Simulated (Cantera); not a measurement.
A perfectly stirred reactor is fed with H₂ : O₂ : N₂ = 1 : 0.667 : 2.51 (molar parts), at 18.8 atm; it is adiabatic with a 325 K inlet, and is followed from long to short residence time, starting on the burning branch (τ in s: 0.038, 0.013, 0.0048, 0.0017, 0.00061, 0.00022, 7.7e-05, 2.8e-05, 9.8e-06).

Computed with Cantera and the H2/O2 subset of GRI-Mech 3.0, which has no nitrogen chemistry. The hydrogen kinetics of GRI-Mech 3.0 are dated; newer H2 mechanisms differ, most at raised pressure. The pressure lies above the range GRI-Mech 3.0 was tuned for (to about 10 atm).

Task: Predict: blow-out, bracketed by the residence times tried; x(H₂) at τ = 38.0 ms; x(O₂) at τ = 38.0 ms; x(H₂O) at τ = 38.0 ms; x(H₂O₂) at τ = 38.0 ms; x(O) at τ = 38.0 ms; x(H₂) at τ = 0.610 ms; x(O₂) at τ = 0.610 ms; x(H₂O) at τ = 0.610 ms; x(H₂O₂) at τ = 0.610 ms; x(O) at τ = 0.610 ms.

Result: 
* **blow-out, bracketed by the residence times tried**: burning at 9.80 µs, the shortest tried
* **x(H₂) at τ = 38.0 ms**: 0.000231
* **x(O₂) at τ = 38.0 ms**: 0.0449
* **x(H₂O) at τ = 38.0 ms**: 0.271
* **x(H₂O₂) at τ = 38.0 ms**: 7.10e-7
* **x(O) at τ = 38.0 ms**: 8.68e-5
* **x(H₂) at τ = 0.610 ms**: 0.000811
* **x(O₂) at τ = 0.610 ms**: 0.0450
* **x(H₂O) at τ = 0.610 ms**: 0.269
* **x(H₂O₂) at τ = 0.610 ms**: 1.11e-6
* **x(O) at τ = 0.610 ms**: 0.000170
